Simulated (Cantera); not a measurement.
Feed: 1 mol C2F6, 2.5 mol H2, at 45.0 mbar.

Cantera equilibrium calculation (NASA polynomials, part measured and part estimated; ideal gas, pure solids and liquids). Candidate condensed phases: C, C6H6, C7H8, C8H18; 95 gas species. The feed counts by its element totals alone. Gases not in the tables: C2F6 and larger saturated fluorocarbons. The numbers say what is thermodynamically allowed, not how fast it happens.

### Question
At 1900 K, list the 5 most abundant gas species with their mole fractions, and the condensed phases.

### Answer
HF 0.949, CF4 0.0444, CF2 0.00463, F 0.00195, CF3 0.000299. Condensed: C(graphite).
